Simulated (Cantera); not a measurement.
Source: NASA polynomial tables (part measured, part estimated), evaluated in Cantera. Values are per mole of reaction as written; species without (g) are pure solids or liquids, kept so even where they would boil at 1 bar.

Between 2075 and 2825 K, where is each reaction favourable under standard conditions?
- SF6(g) ⇌ F2(g) + SF4(g)
- SF6(g) ⇌ SF4(g) + 2 F(g)
- 2 SF4(g) ⇌ 8 F(g) + S2(g)


- SF6(g) ⇌ F2(g) + SF4(g): ΔG° is 24 kJ at 2075 K and -127 kJ at 2825 K; it changes sign between 2075 and 2225 K. ΔH° is 438 kJ and ΔS° 200 J/K at 2825 K.
- SF6(g) ⇌ SF4(g) + 2 F(g): ΔG° is -75 kJ at 2075 K and -324 kJ at 2825 K; it stays negative (K > 1). ΔH° is 609 kJ and ΔS° 330 J/K at 2825 K.
- 2 SF4(g) ⇌ 8 F(g) + S2(g): ΔG° is 379 kJ at 2075 K and -313 kJ at 2825 K; it changes sign between 2375 and 2525 K. ΔH° is 2292 kJ and ΔS° 922 J/K at 2825 K.
